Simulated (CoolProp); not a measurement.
Computed with CoolProp (reference Helmholtz-energy equation of state, Lemmon 2006). It is a short technical equation, of lower accuracy than the large ones.

For isohexane, give the phase and the cp (kJ/(kg K)), cv (kJ/(kg K)), speed of sound (m/s), Joule-Thomson coefficient (K/MPa) at 276.85 °C and 0.294 MPa; 276.85 °C and 1.01 MPa.


- 276.85 °C and 0.294 MPa: gas; cp 2.76, cv 2.65, speed of sound 229, Joule-Thomson coefficient 5.64
- 276.85 °C and 1.01 MPa: gas; cp 2.82, cv 2.67, speed of sound 216, Joule-Thomson coefficient 6.19
